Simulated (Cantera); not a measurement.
An isothermal, constant-pressure homogeneous reactor starts with NH3 : N2 = 2.6 : 1.8 (molar parts), at 1375 K and 20.0 Torr.

Model: the gas-phase N/H chemistry of the illustrative SiF4/NH3 mechanism in the Surface Chemkin manual (1991), integrated in Cantera. Walls and surfaces, which speed up NH3 decomposition in real reactors, are not modelled.

Predict: x(NH3) at 200 s; x(NH2) at 200 s; x(H) at 200 s; x(N2) at 200 s; x(H2) at 200 s.

x(NH3) at 200 s: 0.557 (gas-phase equilibrium 6.77e-7)
x(NH2) at 200 s: 1.86e-5 (gas-phase equilibrium 3.77e-11)
x(H) at 200 s: 5.51e-7 (gas-phase equilibrium 1.58e-5)
x(N2) at 200 s: 0.411 (gas-phase equilibrium 0.443)
x(H2) at 200 s: 0.0323 (gas-phase equilibrium 0.557)
